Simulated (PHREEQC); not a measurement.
Solution (25 °C): 0.15 mol/kgw HCl and 0.071 mol/kgw LiCl. Closed to the air; pH follows from the charge balance.

Computed with PHREEQC (ion-association model, phreeqc.dat).

Each row changes one thing in this solution. This is a speciation only: nothing precipitates in the calculation.

| case | pH | ionic strength (mol/kgw) |
|---|---|---|
| as made | 0.92 | 0.221 |
| HCl replaced by AlCl3 at the same molality | … | 0.969 |
| diluted 2-fold with water | 1.21 | … |
| HCl replaced by CdCl2 at the same molality | … | … |
| HCl replaced by (CH3)4NCl at the same molality | 6.97 | 0.221 |
| diluted 5-fold with water | 1.59 | 0.0442 |

Q: Some entries are withheld; supply them.

A: 
- HCl replaced by AlCl3 at the same molality, pH: 3.19
- diluted 2-fold with water, ionic strength (mol/kgw): 0.111
- HCl replaced by CdCl2 at the same molality, pH: 5.33
- HCl replaced by CdCl2 at the same molality, ionic strength (mol/kgw): 0.214

The ionic strength passes 0.7 mol/kgw, the rough limit of the ion-association models, in HCl replaced by AlCl3 at the same molality. Species that the database lacks are ignored.
